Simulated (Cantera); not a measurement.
# Ignition delay

Mixture: CH₄ : CO : O₂ : N₂ = 1 : 0.15 : 4.51 : 17 (molar parts), equivalence ratio 0.46, at 7500 Torr, adiabatic and at constant volume. Ignition delay is the time to a rise of 400 K.

Cantera simulation using GRI-Mech 3.0 (53 species, 325 reactions); the numbers are that mechanism's predictions, not measurements.

```json
[
 {"T0 (K)": "1100", "delay (ms)": "15.2"},
 {"T0 (K)": "1200", "delay (ms)": "3.62"},
 {"T0 (K)": "1300", "delay (ms)": "1.06"},
 {"T0 (K)": "1400", "delay (ms)": "0.358"},
 {"T0 (K)": "1500", "delay (ms)": "0.136"},
 {"T0 (K)": "1600", "delay (ms)": "0.0580"},
 {"T0 (K)": "1700", "delay (ms)": "0.0272"},
 {"T0 (K)": "1800", "delay (ms)": "0.0140"},
 {"T0 (K)": "1900", "delay (ms)": "0.00778"},
 {"T0 (K)": "2000", "delay (ms)": "0.00463"}
]
```

```json
{
  "apparent activation energy between 1800 and 2000 K": "170 kJ/mol"
}
```
